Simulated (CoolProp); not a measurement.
Saturation properties of isopentane.

Values from CoolProp's reference Helmholtz-energy equation of state, Lemmon 2006. It is a short technical equation, of lower accuracy than the large ones.

```csv
T (K),p (kPa),liquid density (kg/m³),enthalpy of vaporisation (kJ/kg),liquid cp (kJ/(kg K)),vapour Z,surface tension (mN/m)
256.2,15.67,655.9,375.3,2.071,0.9883,19.1
267.9,27.38,644.8,367.3,2.124,0.9826,17.8
279.6,45.32,633.5,359.1,2.180,0.9750,16.5
291.3,71.59,621.9,350.6,2.239,0.9654,15.2
303.1,109.0,609.9,341.6,2.300,0.9536,13.9
314.8,159.6,597.6,332.3,2.364,0.9395,12.7
326.5,226.5,584.9,322.3,2.431,0.9228,11.5
338.2,313.1,571.7,311.8,2.502,0.9034,10.3
```

It boils at 301.0 K under 1 atm.

Surface tension comes from a separate correlation (Mulero 2012).
